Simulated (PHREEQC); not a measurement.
1 kg of water holding 0.37 mol/kgw NaCl meets 20 L of dry gas (CO2 1 by moles) at fixed total pressure, at 40 °C; fugacities by Peng-Robinson. The gases take part in no redox reaction, some water evaporates into the gas, and hydrates or a liquid gas phase aren't modelled. Precipitation was switched off in this run.

Computed with PHREEQC (Pitzer model, pitzer.dat).

| P (atm) | dissolved CO2 (all carbonate carbon) (mol/kgw) | φ of CO2 | pH |
|---|---|---|---|
| 2 | 0.0429 | 0.991 | 3.79 |
| 5 | 0.108 | 0.976 | 3.59 |
| 10 | 0.212 | 0.953 | 3.45 |
| 20 | 0.404 | 0.907 | 3.31 |
| 30 | 0.574 | 0.862 | 3.24 |
| 40 | 0.723 | 0.819 | 3.19 |
| 50 | 0.852 | 0.776 | 3.15 |
| 75 | 1.08 | 0.670 | 3.10 |
| 100 | 1.17 | 0.561 | 3.08 |
| 150 | 1.24 | 0.425 | 3.05 |
| 200 | 1.30 | 0.355 | 3.03 |
| 300 | 1.38 | 0.287 | 3.00 |
| 400 | 1.45 | 0.257 | 2.97 |

Species that the database lacks are ignored. Constants without temperature data keep their 25 °C values here.
